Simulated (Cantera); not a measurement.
Input (Python, Cantera) and output of one run.

```python
import numpy as np
import cantera as ct

gas_names = """
    N2O O2 NO N2 N
""".split()
cond_names = """

""".split()


# ... load() reads the species with a 1 bar reference pressure and builds the phases ...
species = {s.name: s for s in load("nasa_gas.yaml", gas_names) + load("nasa_condensed.yaml", cond_names)}
# Each term lists the table entries of one substance; the one whose range holds T is used.
reactions = {
    '2 N2O(g) + O2(g) = 4 NO(g)':
        [(-2, ['N2O']), (-1, ['O2']), (4, ['NO'])],
    '2 NO(g) = N2(g) + O2(g)':
        [(-2, ['NO']), (1, ['N2']), (1, ['O2'])],
    'N2O(g) = NO(g) + N(g)':
        [(-1, ['N2O']), (1, ['NO']), (1, ['N'])],
}


def pick(names, T):
    return next(species[n] for n in names if species[n].thermo.min_temp <= T <= species[n].thermo.max_temp)


results = []
for label, terms in reactions.items():
    print(label)
    print("     T/K   dH/kJ  dS/(J/K)   dG/kJ   log10 K")
    for T in [300, 1075, 1175, 1275, 1375, 1475]:
        used = [(nu, pick(names, T)) for nu, names in terms]
        dH = sum(nu * s.thermo.h(T) for nu, s in used) / 1e6
        dS = sum(nu * s.thermo.s(T) for nu, s in used) / 1e3
        dG = dH - T * dS / 1e3
        logK = -dG * 1e6 / (ct.gas_constant * T * np.log(10))
        results.append((label, T, dH, dS, dG, logK, [s.name for _, s in used]))
        print(f"{T:8g} {dH:8.1f} {dS:8.1f} {dG:8.1f} {logK:8.2f}")
```

Result:

```
2 N2O(g) + O2(g) = 4 NO(g)
     T/K   dH/kJ  dS/(J/K)   dG/kJ   log10 K
     300    201.9    197.9    142.5   -24.82
    1075    199.0    195.9    -11.6     0.56
    1175    198.0    195.0    -31.2     1.39
    1275    196.9    194.1    -50.6     2.07
    1375    195.8    193.3    -70.0     2.66
    1475    194.7    192.5    -89.3     3.16
2 NO(g) = N2(g) + O2(g)
     T/K   dH/kJ  dS/(J/K)   dG/kJ   log10 K
     300   -182.5    -24.7   -175.1    30.49
    1075   -182.9    -25.3   -155.6     7.56
    1175   -182.9    -25.4   -153.1     6.81
    1275   -182.9    -25.4   -150.6     6.17
    1375   -183.0    -25.4   -148.0     5.62
    1475   -183.0    -25.4   -145.5     5.15
N2O(g) = NO(g) + N(g)
     T/K   dH/kJ  dS/(J/K)   dG/kJ   log10 K
     300    482.4    144.1    439.1   -76.46
    1075    484.9    150.0    323.7   -15.73
    1175    484.8    149.9    308.7   -13.72
    1275    484.7    149.7    293.7   -12.03
    1375    484.5    149.6    278.8   -10.59
    1475    484.2    149.4    263.8    -9.34
```

Cantera with NASA thermochemical tables; ideal gases at 1 bar, condensed phases pure. Condensed species are held in their standard states even where they would react or evaporate.
